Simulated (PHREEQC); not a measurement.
Dissolve 0.0071 mol (CH3)4NF per kg of water at 25 °C. Closed to the air; pH follows from the charge balance.

Computed with PHREEQC (ion-association model, phreeqc.dat).

Each row changes one thing in this solution. Precipitation was switched off in this run.

| case | pH | HF (mol/kgw) |
|---|---|---|
| as made | 7.50 | 3.07e-7 |
| (CH3)4NF from 0.0071 to 0.00639 mol/kgw | ___ | 2.91e-7 |
| (CH3)4NF from 0.0071 to 0.00071 mol/kgw | 7.15 | 7.34e-8 |
| diluted 100-fold with water | ___ | 1.01e-8 |
| temperature from 25 to 35 °C | ___ | 4.88e-7 |
| (CH3)4NF from 0.0071 to 0.00781 mol/kgw | 7.52 | 3.23e-7 |

Problem. Complete the blanks.

Solution. 
- (CH3)4NF from 0.0071 to 0.00639 mol/kgw, pH: 7.48
- diluted 100-fold with water, pH: 7.02
- temperature from 25 to 35 °C, pH: 7.38

(CH3)4N+ isn't in the database: it is added as a free cation with an ion size of 4 Å.
